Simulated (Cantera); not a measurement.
## Transport properties of process gases

Gas mixture: 100 % C₂H₂, at 20.0 Torr, frozen composition.

Cantera's kinetic-theory transport with the Lennard-Jones parameters of GRI-Mech 3.0, ideal gas; thermal conductivity in the multicomponent form. The composition is frozen, though it would react at the higher temperatures.

```tsv
T (K)	ρ (kg/m³)	cp (J/kg/K)	μ (µPa s)	λ (mW/m/K)	Pr	D (cm²/s) N₂	D (cm²/s) CH₃	D (cm²/s) NO
400	0.0209	1931	13.6	35.6	0.737	10.7	11.4	10.5
550	0.0152	2170	17.6	51.9	0.737	18.7	20.2	18.3
700	0.0119	2340	21.2	67.4	0.737	28.2	30.8	27.8
850	0.00982	2482	24.4	82.4	0.736	39.3	42.9	38.6
1000	0.00835	2608	27.4	97.2	0.735	51.7	56.6	50.8
1150	0.00726	2718	30.2	112	0.735	65.3	71.7	64.3
1300	0.00642	2814	32.8	126	0.734	80.2	88.1	78.9
1450	0.00576	2896	35.3	139	0.733	96.2	106	94.7
```
D: mixture-averaged diffusion coefficient of that species in the mixture.
